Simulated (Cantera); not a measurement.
Input: 1 mol SiH₄, 4.3 mol HCl, 70 mol H₂, 0.0034 mol Cl₂, at 0.100 bar.

Cantera equilibrium calculation (NASA polynomials, part measured and part estimated; ideal gas, pure solids and liquids). Candidate condensed phases: Si; 19 gas species. Gases not in the tables: Si₂H₆ and higher silanes. Kinetics and transport are ignored.

Problem. Which condensed phases are stable at each of these points (T (K)): 998, 1098, 1198, 1298, 1398, 1498, 1598, 1698?

Solution. 
| T (K) | condensed phases | Si condensed (%) |
|---|---|---|
| 998 | Si(s) | 1.7 |
| 1098 | Si(s) | 20.7 |
| 1198 | Si(s) | 39.5 |
| 1298 | Si(s) | 49.3 |
| 1398 | Si(s) | 51.0 |
| 1498 | Si(s) | 49.9 |
| 1598 | Si(s) | 48.2 |
| 1698 | Si(l) | 46.9 |

From 998 K to 1598 K the condensed part is Si(s). At 1698 K the condensed part is Si(l).
